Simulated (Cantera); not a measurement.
A Cantera script and its output.

```python
import numpy as np
import cantera as ct

gas = ct.Solution("SiF4_NH3_mec.yaml", "gas")
gas.TPX = 1725, 22000, {'NH3': 1, 'H2': 0.17}
reactor = ct.IdealGasConstPressureReactor(gas, energy="off", clone=False)
net = ct.ReactorNet([reactor])
net.rtol, net.atol = 1e-08, 1e-18
show = ['NH3', 'H2', 'N', 'N2', 'N2H2']
times = np.geomspace(5e-06, 4, 13)

steps = ct.SolutionArray(gas, extra=["t"])
rows = []
print(f"{'t/s':>10s}{'T/K':>9s}{'P/Pa':>11s}" + "".join(f"{s:>11s}" for s in show))
for t in times:
    while net.time < t:
        t_next = net.step()
        steps.append(gas.state, t=t_next)
    rows.append([np.interp(t, steps.t, y) for y in (steps.T, steps.P, *steps(*show).X.T)])
    print(f"{t:10.3e}{rows[-1][0]:9.1f}{rows[-1][1]:11.4g}" + "".join(f"{x:11.3e}" for x in rows[-1][2:]))
rate = np.gradient(steps.T, steps.t)
print("integrator steps:", len(steps.t))
if steps.T.max() > steps.T[0] + 200:
    print(f"time of steepest temperature rise: {steps.t[rate.argmax()]:.4e} s")
gas.TPX = 1725, 22000, {'NH3': 1, 'H2': 0.17}
gas.equilibrate("TP")
print(f"equilibrium (TP): T = {gas.T:.1f} K  " + "  ".join(f"{s} {gas[s].X[0]:.3e}" for s in show))
```

It prints:

```
       t/s      T/K       P/Pa        NH3         H2          N         N2       N2H2
 5.000e-06   1725.0    2.2e+04  8.547e-01  1.453e-01  2.228e-17  1.724e-16  3.588e-13
 1.552e-05   1725.0    2.2e+04  8.547e-01  1.453e-01  2.326e-15  5.231e-14  1.058e-11
 4.817e-05   1725.0    2.2e+04  8.547e-01  1.453e-01  2.128e-13  1.277e-11  2.518e-10
 1.495e-04   1725.0    2.2e+04  8.547e-01  1.453e-01  1.143e-11  2.186e-09  4.296e-09
 4.642e-04   1725.0    2.2e+04  8.546e-01  1.453e-01  3.911e-10  2.098e-07  5.444e-08
 1.441e-03   1725.0    2.2e+04  8.544e-01  1.454e-01  8.357e-09  1.056e-05  5.591e-07
 4.472e-03   1725.0    2.2e+04  8.536e-01  1.459e-01  3.265e-08  1.901e-04  1.728e-06
 1.388e-02   1725.0    2.2e+04  8.508e-01  1.480e-01  3.426e-08  9.465e-04  1.781e-06
 4.309e-02   1725.0    2.2e+04  8.422e-01  1.543e-01  3.487e-08  3.279e-03  1.749e-06
 1.337e-01   1725.0    2.2e+04  8.161e-01  1.733e-01  3.654e-08  1.029e-02  1.653e-06
 4.152e-01   1725.0    2.2e+04  7.427e-01  2.270e-01  4.035e-08  3.011e-02  1.405e-06
 1.289e+00   1725.0    2.2e+04  5.684e-01  3.542e-01  4.633e-08  7.709e-02  9.139e-07
 4.000e+00   1725.0    2.2e+04  2.917e-01  5.564e-01  5.133e-08  1.517e-01  3.480e-07
integrator steps: 724
equilibrium (TP): T = 1725.0 K  NH3 2.424e-06  H2 7.693e-01  N 9.264e-12  N2 2.304e-01  N2H2 1.571e-14
```

Model: the gas-phase N/H chemistry of the illustrative SiF4/NH3 mechanism in the Surface Chemkin manual (1991), integrated in Cantera. Walls and surfaces, which speed up NH3 decomposition in real reactors, are not modelled.
